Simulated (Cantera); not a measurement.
Standard-state values (1 bar) from the NASA 1993 polynomials, evaluated with Cantera. Values are per mole of reaction as written; species without (g) are pure solids or liquids, kept so even where they would boil at 1 bar.

4 CrO3(g) + 2 NO(g) → 2 Cr2N + 7 O2(g)

```
T (K)    ΔH° (kJ)   ΔS° (J/K)    ΔG° (kJ)     log10 K
-----  ----------  ----------  ----------  ----------
300    (withheld)  (withheld)  (withheld)  (withheld)
873         758.6       120.1       653.8      -39.12
973    (withheld)  (withheld)  (withheld)  (withheld)
1073   (withheld)  (withheld)  (withheld)  (withheld)
1173        771.6       132.8       615.9      -27.42
1273        776.9       137.1       602.4      -24.72
1373        782.8       141.5       588.4      -22.39
1473        789.2       146.0       574.1      -20.36
1573   (withheld)  (withheld)  (withheld)  (withheld)
```

### Question
Fill in the missing entries.

### Answer

- 300, ΔH° (kJ): 738.0
- 300, ΔS° (J/K): 79.9
- 300, ΔG° (kJ): 714.0
- 300, log10 K: -124.32
- 973, ΔH° (kJ): 762.5
- 973, ΔS° (J/K): 124.3
- 973, ΔG° (kJ): 641.6
- 973, log10 K: -34.44
- 1073, ΔH° (kJ): 766.8
- 1073, ΔS° (J/K): 128.5
- 1073, ΔG° (kJ): 628.9
- 1073, log10 K: -30.62
- 1573, ΔH° (kJ): 796.1
- 1573, ΔS° (J/K): 150.6
- 1573, ΔG° (kJ): 559.2
- 1573, log10 K: -18.57
